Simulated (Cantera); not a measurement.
Input: 1 mol n-butane, 0.023 mol CO2, 0.58 mol H2, held at 0.383 Torr.

Equilibrium computed with Cantera from the NASA thermochemical tables; the gas is ideal and each condensed phase is pure. Candidate condensed phases: C, C6H6, C7H8, C8H18, H2O; 110 gas species. The numbers say what is thermodynamically allowed, not how fast it happens. All values below are at 2600 K.

Base state: H 0.776, H2 0.208, CO 0.00495, C3 0.00434, C2H2 (acetylene) 0.00338, C 0.00122, C2H 0.00111, C2 0.000408 (mole fractions); condensed: C(graphite).

Problem. What changes in the equilibrium state with this change: CO2 from 0.023 to 0.072 mol?

Solution. 
```tsv
species	before	after
H	0.776	0.769
H2	0.208	0.205
CO	0.00495	0.0153
C4H2	2.27e-5	2.23e-5
C2H2 (acetylene)	0.00338	0.00332
C2H	0.00111	0.00110
CH	1.21e-5	1.20e-5
C(graphite), mol	3.75	3.70
```

Problem. What changes in the equilibrium state with this change: pressure from 0.383 Torr to 75.0 Torr?

Solution. 
```csv
species,before,after
H2,0.208,0.865
H,0.776,0.113
C2H2 (acetylene),0.00338,0.0140
C5,1.96e-5,1.00e-7
C2,0.000408,2.08e-6
C,0.00122,6.24e-6
C3,0.00434,2.21e-5
CH3,1.86e-7,2.20e-5
"C(graphite), mol",3.75,3.80
```
